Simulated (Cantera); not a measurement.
# Equilibrium for silicon oxide and oxynitride deposition: HMDSO + H2O + H2

A closed system holds: 1 mol HMDSO, 2 mol H2O, 4.2 mol H2, held at 902 °C and 8.80e-5 bar.

These are equilibrium values from Cantera (NASA tables, ideal gas, pure condensed phases), not measurements of a reactor. Candidate condensed phases: C, C6H6, C7H8, C8H18, H2O, Si, SiC, SiO2; 123 gas species. The feed counts by its element totals alone. Kinetics and transport are ignored.

```json
{
  "x(H2)": "0.835",
  "x(CO)": "0.165",
  "x(SiO)": "5.63e-5",
  "x(H)": "1.19e-5",
  "x(CH4)": "1.18e-6",
  "n(C(graphite))": "1.00 mol",
  "n(SiC(s))": "2.00 mol",
  "gas_amount": "18.20 mol",
  "log10 activity of Si(s) (absent)": "-2.84"
}
```
